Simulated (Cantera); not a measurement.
Charge: 1 mol Ti(OiPr)₄, 0.37 mol CH₄, equilibrated at 6.10 mbar.

Method: chemical equilibrium by Gibbs-energy minimisation in Cantera with the NASA 1993 tables (ideal gas, pure condensed phases). Candidate condensed phases: C, C₆H₆, C₇H₈, C₈H₁₈, H₂O, Ti, TiC, TiO, TiO₂, Ti₂O₃, Ti₃O₅, Ti₄O₇; 113 gas species. The feed counts by its element totals alone. TiC: taken at fixed stoichiometry. Equilibrium is a limit: real reactors are often held back by kinetics, nucleation or transport. All values below are at 1750 K.

Base state: H₂ 0.784, CO 0.213, H 0.00264, C₂H₂ (acetylene) 9.01e-5 (mole fractions); condensed: C(graphite) + TiC(s).

**Question.** What changes in the equilibrium state with this change: pressure from 6.10 mbar to 10.0 mbar?

**Answer.** 
```
species            before    after
----------------  -------  -------
H₂                  0.784    0.785
CO                  0.213    0.213
H                 0.00264  0.00206
C₂H₂ (acetylene)  9.01e-5  9.02e-5
C(graphite), mol     7.37     7.37
TiC(s), mol          1.00     1.00
```
